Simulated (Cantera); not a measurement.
**SiO2 + H2 (hydrogen reduction and annealing atmospheres)**

A closed system holds: 1 mol SiO2, 1.1 mol H2, at 1400 K and 30.0 Pa.

Equilibrium computed with Cantera from the NASA thermochemical tables; the gas is ideal and each condensed phase is pure. Candidate condensed phases: H2O, Si, SiO2; 18 gas species. The tables hold silica as quartz up to 1696 K and as liquid above; real silica turns to tridymite and cristobalite and melts near 1996 K. The numbers say what is thermodynamically allowed, not how fast it happens.

| Quantity | Result |
|---|---|
| x(H2) | 0.999 |
| x(SiO) | 0.000506 |
| x(H2O) | 0.000506 |
| x(H) | 0.000281 |
| n(SiO2(β-quartz)) | 0.999 mol |
| gas amount | 1.101 mol |
| log10 activity of Si(s) (absent) | -5.37 |
